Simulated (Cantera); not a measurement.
An adiabatic, constant-volume homogeneous reactor starts with CO : H2 : CH4 : O2 : N2 = 1 : 0.045 : 0.06 : 0.68 : 1.97 (molar parts), at 1025 K and 9.87 atm.

Detailed kinetics in Cantera: GRI-Mech 3.0 (53 species, 325 reactions). Above 3000 K some thermodynamic fits are extrapolated.

Problem. Predict: time of steepest temperature rise; temperature at 0.100 s; equilibrium temperature; x(CO) at 0.100 s; x(H2) at 0.100 s; x(CH2O) at 0.100 s; x(HCO) at 0.100 s; x(HO2) at 0.100 s.

Solution. time of steepest temperature rise: 1.90 ms
temperature at 0.100 s: 3067 K
equilibrium temperature: 3067 K
x(CO) at 0.100 s: 0.0887 (gas-phase equilibrium 0.0887)
x(H2) at 0.100 s: 0.00211 (gas-phase equilibrium 0.00211)
x(CH2O) at 0.100 s: 2.06e-9 (gas-phase equilibrium 2.06e-9)
x(HCO) at 0.100 s: 2.95e-7 (gas-phase equilibrium 2.95e-7)
x(HO2) at 0.100 s: 2.03e-5 (gas-phase equilibrium 2.03e-5)
